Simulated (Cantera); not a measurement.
A jet of 3.65 % CH₄, 16.2 % O₂, 80.1 % N₂, equivalence ratio 0.45 at 300 K and 0.375 atm hits a platinum plate 2.2 cm away at a mass flux of 0.038 kg/m²/s; the plate temperature is set and raised in steps from an oxygen-covered start.

Cantera simulation using Deutschmann's 1995 Pt surface mechanism with GRI-Mech 3.0 gas chemistry; the numbers are that mechanism's predictions, not measurements. Catalytic surfaces can have several steady states; this one follows from the mechanism file's or the stated starting coverage.

One state of this run: wall x CH₄ = 0.00221; wall x O₂ = 0.0905; wall x H₂O = 0.0627; wall x OH = 3.71e-6; wall x CO = 9.23e-6; wall x CO₂ = 0.0408; θ free Pt = 0.495; θ O* = 0.503; θ OH* = 0.00192. x: mole fraction at the wall; θ: surface coverage.

### Question
Which value of plate T (K) does it belong to?
A. 1200
B. 1100
C. 1000
D. 1150

### Answer
A, 1200
